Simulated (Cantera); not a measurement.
A perfectly stirred reactor is fed with C3H8 : O2 : N2 : H2O = 1 : 3.33 : 31.7 : 1.6 (molar parts), equivalence ratio 1.5, at 101000 Pa; it is adiabatic with a 625 K inlet, and is followed from long to short residence time, starting on the burning branch (τ in s: 0.42, 0.14, 0.048, 0.016, 0.0054, 0.0018, 0.00061, 0.00021, 7e-05).

Detailed kinetics in Cantera: GRI-Mech 3.0 (53 species, 325 reactions). GRI-Mech 3.0 was tuned for natural gas; its chemistry of propane as a main component is partial and can be far from experiment.

Task: Predict: blow-out, bracketed by the residence times tried; x(C3H8) at τ = 0.420 s; x(O2) at τ = 0.420 s; x(H2O) at τ = 0.420 s; x(C2H2) at τ = 0.420 s; x(NO) at τ = 0.420 s; x(C3H8) at τ = 5.40 ms; x(O2) at τ = 5.40 ms; x(H2O) at τ = 5.40 ms.

Result: 
```json
{
  "blow_out_bracketed_by_the_residence_times_tried": "burning at 16.0 ms, out at 5.40 ms",
  "x(C3H8) at τ = 0.420 s": "1.06e-5",
  "x(O2) at τ = 0.420 s": "0.00107",
  "x(H2O) at τ = 0.420 s": "0.105",
  "x(C2H2) at τ = 0.420 s": "0.00330",
  "x(NO) at τ = 0.420 s": "1.02e-7",
  "x(C3H8) at τ = 5.40 ms": "0.0266",
  "x(O2) at τ = 5.40 ms": "0.0885",
  "x(H2O) at τ = 5.40 ms": "0.0425"
}
```
